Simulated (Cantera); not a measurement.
## Diamond growth

A diamond (100) surface in a fixed gas of H2 with x(CH4) = 0.024, x(H) = 0.012, x(CH3) = 2.1e-05, at 1298 K; coverages are run to steady state.

Detailed kinetics in Cantera: the Harris–Goodwin 1993 mechanism for the reconstructed diamond (100) surface.

```json
[
 {"P (Pa)": "880", "growth (µm/h)": "0.0316", "θ c6HH": "0.380", "θ c6H*": "0.0490", "θ c6*H": "0.525", "θ c6**": "0.0454", "θ c6HM": "9.26e-6"},
 {"P (Pa)": "1400", "growth (µm/h)": "0.0572", "θ c6HH": "0.380", "θ c6H*": "0.0490", "θ c6*H": "0.525", "θ c6**": "0.0454", "θ c6HM": "1.46e-5"},
 {"P (Pa)": "2200", "growth (µm/h)": "0.105", "θ c6HH": "0.380", "θ c6H*": "0.0490", "θ c6*H": "0.525", "θ c6**": "0.0454", "θ c6HM": "2.25e-5"},
 {"P (Pa)": "3400", "growth (µm/h)": "0.192", "θ c6HH": "0.380", "θ c6H*": "0.0491", "θ c6*H": "0.525", "θ c6**": "0.0454", "θ c6HM": "3.37e-5"},
 {"P (Pa)": "5300", "growth (µm/h)": "0.368", "θ c6HH": "0.380", "θ c6H*": "0.0491", "θ c6*H": "0.525", "θ c6**": "0.0454", "θ c6HM": "4.98e-5"},
 {"P (Pa)": "8300", "growth (µm/h)": "0.722", "θ c6HH": "0.380", "θ c6H*": "0.0492", "θ c6*H": "0.525", "θ c6**": "0.0454", "θ c6HM": "7.20e-5"},
 {"P (Pa)": "13000", "growth (µm/h)": "1.42", "θ c6HH": "0.380", "θ c6H*": "0.0493", "θ c6*H": "0.525", "θ c6**": "0.0454", "θ c6HM": "0.000100"},
 {"P (Pa)": "20000", "growth (µm/h)": "2.70", "θ c6HH": "0.380", "θ c6H*": "0.0495", "θ c6*H": "0.524", "θ c6**": "0.0455", "θ c6HM": "0.000133"}
]
```
θ: site fractions in the mechanism's names (c6HH fully hydrogenated, c6H* and c6*H radical sites, c6** diradical, c6HM methylated).
